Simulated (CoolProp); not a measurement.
Computed with CoolProp (reference Helmholtz-energy equation of state, Span 1996).

Give the vapour pressure (kPa), enthalpy of vaporisation (kJ/kg), surface tension (mN/m), liquid viscosity (µPa s) of saturated carbon dioxide at 248.5, 272.5 K.


```json
[
 {"T (K)": "248.5", "p (kPa)": "1700", "enthalpy of vaporisation (kJ/kg)": "293", "surface tension (mN/m)": "9.34", "liquid viscosity (µPa s)": "151"},
 {"T (K)": "272.5", "p (kPa)": "3430", "enthalpy of vaporisation (kJ/kg)": "233", "surface tension (mN/m)": "4.60", "liquid viscosity (µPa s)": "102"}
]
```

Viscosity comes from a separate model (Laesecke 2017). Surface tension comes from a separate correlation (Mulero 2012).
